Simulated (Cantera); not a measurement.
A closed system holds: 1 mol PbO, 0.52 mol C, a varied amount of N2, at 873 K and 1 atm.

Method: chemical equilibrium by Gibbs-energy minimisation in Cantera with the NASA 1993 tables (ideal gas, pure condensed phases). Candidate condensed phases: C, Pb, PbO, PbO2, Pb3O4; 27 gas species. The numbers say what is thermodynamically allowed, not how fast it happens.

Q: At 1.5 mol N2, list the 3 most abundant gas species with their mole fractions, and the condensed phases.

A: N2 0.743, CO2 0.238, CO 0.0198. Condensed: Pb(l).
